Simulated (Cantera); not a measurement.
Charge: 1 mol CuO, 8 mol C, 0.15 mol H2, 1.1 mol CH4, at 0.133 bar.

These are equilibrium values from Cantera (NASA tables, ideal gas, pure condensed phases), not measurements of a reactor. Candidate condensed phases: C, C6H6, C7H8, C8H18, Cu, CuO, Cu(OH)2, Cu2O, H2O; 113 gas species. Equilibrium is a limit: real reactors are often held back by kinetics, nucleation or transport.

Task: Which condensed phases are stable at each of these points (T (°C)): 777, 927, 1077, 1227, 1377, 1527, 1677, 1827, 1977, 2127, 2277?

Result: 
```tsv
T (°C)	condensed phases	Cu condensed (%)
777	C(graphite) + Cu(s)	100.0
927	C(graphite) + Cu(s)	100.0
1077	C(graphite) + Cu(s)	100.0
1227	C(graphite) + Cu(l)	100.0
1377	C(graphite) + Cu(l)	99.8
1527	C(graphite) + Cu(l)	98.6
1677	C(graphite) + Cu(l)	93.1
1827	C(graphite) + Cu(l)	71.2
1977	C(graphite)	0.0
2127	C(graphite)	0.0
2277	C(graphite)	0.0
```

From 777 °C to 1077 °C the condensed part is C(graphite) + Cu(s). From 1227 °C to 1827 °C the condensed part is C(graphite) + Cu(l). From 1977 °C to 2277 °C the condensed part is C(graphite).
